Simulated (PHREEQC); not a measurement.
Solution (90 °C): 0.16 mol HF and 0.26 mol K2HPO4 per kg of water. Closed to the air; pH follows from the charge balance.

All values are PHREEQC results (ion-association model, wateq4f.dat), not measurements.

Precipitation was switched off in this run.

**Question.** Estimate the pH, ionic strength.

**Answer.** pH 6.22; ionic strength 0.594 mol/kgw.

**Question.** In which forms is K present?

**Answer.** K+ 97 %, KHPO4- 2.5 % of the K.

H3PO4, which wateq4f.dat lacks, is added to it with the constant of phreeqc.dat. At this temperature some constants are extrapolated from 25 °C, and those without enthalpy data are left unchanged.
